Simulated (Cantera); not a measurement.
# Thermodynamics of carbothermic reduction, feed Fe2O3 + CO + H2

A closed system holds: 1 mol Fe2O3, 4.3 mol CO, 0.58 mol H2, at 13.3 mbar.

Equilibrium computed with Cantera from the NASA thermochemical tables; the gas is ideal and each condensed phase is pure. Candidate condensed phases: C, C6H6, C7H8, C8H18, Fe, Fe(CO)5, FeO, Fe(OH)2, Fe(OH)3, Fe2O3, Fe3O4, H2O; 114 gas species. The tables' stoichiometric FeO is somewhat more stable than real wüstite, so its field is too wide. FeO: taken at fixed stoichiometry. Equilibrium is a limit: real reactors are often held back by kinetics, nucleation or transport.

From 1150 K to 1550 K the condensed part is FeO(s). From 1650 K to 1850 K the condensed part is FeO(l).

| T (K) | log p CO | log p CO2 | log p H2 | log p H2O | n FeO(s) | n FeO(l) |
|---|---|---|---|---|---|---|
| 1150 | -2.03 | -2.63 | -2.91 | -3.44 | 2.00 | 0 |
| 1250 | -2.02 | -2.64 | -2.94 | -3.36 | 2.00 | 0 |
| 1350 | -2.02 | -2.65 | -2.96 | -3.30 | 2.00 | 0 |
| 1450 | -2.02 | -2.66 | -2.99 | -3.25 | 2.00 | 0 |
| 1550 | -2.02 | -2.67 | -3.01 | -3.22 | 2.00 | 0 |
| 1650 | -2.02 | -2.68 | -3.03 | -3.19 | 0 | 2.00 |
| 1750 | -2.01 | -2.69 | -3.05 | -3.16 | 0 | 2.00 |
| 1850 | -2.01 | -2.69 | -3.07 | -3.14 | 0 | 1.99 |
log p: log10 of the partial pressure in bar; n: condensed amount in mol.
